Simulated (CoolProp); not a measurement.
Diethyl ether along the isotherm 274.85 °C: density (kg/m³) from the reference equation and from simpler models built on Tc = 194.7 °C, pc = 3717 kPa, ω = 0.282; each cubic takes its own stable root.

The numbers come from the reference Helmholtz-energy equation of state, Thol 2014 in CoolProp.

```json
[
 {"p (kPa)": "58.8", "phase": "gas", "reference": "0.9595"},
 {"p (kPa)": "111", "phase": "gas", "reference": "1.816"},
 {"p (kPa)": "211", "phase": "gas", "reference": "3.470"},
 {"p (kPa)": "400", "phase": "gas", "reference": "6.646"},
 {"p (kPa)": "759", "phase": "gas", "reference": "12.86"},
 {"p (kPa)": "1440", "phase": "gas", "reference": "25.42"},
 {"p (kPa)": "2730", "phase": "gas", "reference": "52.62"},
 {"p (kPa)": "5170", "phase": "supercritical", "reference": "123.1"},
 {"p (kPa)": "9800", "phase": "supercritical", "reference": "307.7"},
 {"p (kPa)": "18600", "phase": "supercritical", "reference": "434.6"}
]
```

How far does each simpler model (ideal gas, van der Waals, Redlich-Kwong, Peng-Robinson) lie from the reference over these 10 states: mean and median of the absolute difference, and the worst?


- ideal gas: mean 14.2 %, median 5.9 %, worst -48.2 % at 274.85 °C and 9800 kPa
- van der Waals: mean 3.7 %, median 0.4 %, worst -18.8 % at 274.85 °C and 18600 kPa
- Redlich-Kwong: mean 1.4 %, median 0.6 %, worst -4.1 % at 274.85 °C and 18600 kPa
- Peng-Robinson: mean 1.1 %, median 0.3 %, worst -6.9 % at 274.85 °C and 9800 kPa
